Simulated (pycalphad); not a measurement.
Computed with pycalphad from the COST 507 light-alloy database (1999), at 1 atm. These are 1990s assessments: newer ones move some temperatures and phases. Amounts are mole fractions of atoms.

Task: Give the equilibrium state of Al-16.24Si (wt.%) at 750 K.

Result: fcc, fraction 0.848, with 0.63 Si wt.%; diamond (Si), fraction 0.152, with >99.99 Si wt.%.

Task: Give the equilibrium state of Al-16.24Si (wt.%) at 900 K.

Result: liquid, fraction 0.994, with 15.7 Si wt.%; diamond (Si), fraction 0.006, with >99.99 Si wt.%.
